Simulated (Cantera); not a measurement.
A closed system holds: 1 mol BN, 13 mol H₂O, held at 7.10 Pa.

These are equilibrium values from Cantera (NASA tables, ideal gas, pure condensed phases), not measurements of a reactor. Candidate condensed phases: B, BN, B₂O₃, B₃O₃H₃, H₂O; 39 gas species. The numbers say what is thermodynamically allowed, not how fast it happens.

x: gas mole fraction; nothing condenses.

| T (K) | x H₂O | x H₂ | x HBO₂ | x N₂ | x H |
|---|---|---|---|---|---|
| 1423 | 0.786 | 0.107 | 0.0710 | 0.0357 | [?] |
| 1448 | 0.786 | 0.107 | 0.0710 | 0.0357 | [?] |
| 1473 | 0.786 | 0.107 | 0.0710 | 0.0357 | [?] |
| 1498 | 0.785 | 0.107 | 0.0709 | 0.0357 | [?] |
| 1523 | 0.785 | 0.107 | 0.0709 | 0.0357 | [?] |
| 1548 | 0.785 | 0.107 | 0.0708 | 0.0357 | [?] |
| 1573 | 0.785 | 0.107 | 0.0707 | 0.0357 | [?] |
| 1598 | 0.784 | 0.106 | 0.0706 | 0.0357 | [?] |
| 1623 | 0.784 | 0.106 | 0.0705 | 0.0356 | [?] |
| 1648 | 0.783 | 0.106 | 0.0704 | 0.0356 | [?] |

Question: Complete the blanks.

Answer: 
- 1423, x H: 0.000258
- 1448, x H: 0.000358
- 1473, x H: 0.000491
- 1498, x H: 0.000667
- 1523, x H: 0.000896
- 1548, x H: 0.00119
- 1573, x H: 0.00157
- 1598, x H: 0.00206
- 1623, x H: 0.00267
- 1648, x H: 0.00344
